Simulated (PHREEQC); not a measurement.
## Brine (model solution)

Make-up at 30 °C: 4.3 mol/kgw KCl and 2.5 mol/kgw LiCl. Closed to the air; pH follows from the charge balance.

Equilibrium calculation in PHREEQC: Pitzer model, pitzer.dat.

No solid was allowed to form.

**Question.** Predict the activity of water, osmotic coefficient, density.

**Answer.** activity of water 0.714; osmotic coefficient 1.375; density 1.192 g/cm³.

The solution is supersaturated, for example in Sylvite, so a real one may precipitate; this is no full list. Complexes and solids missing from the database can't appear.
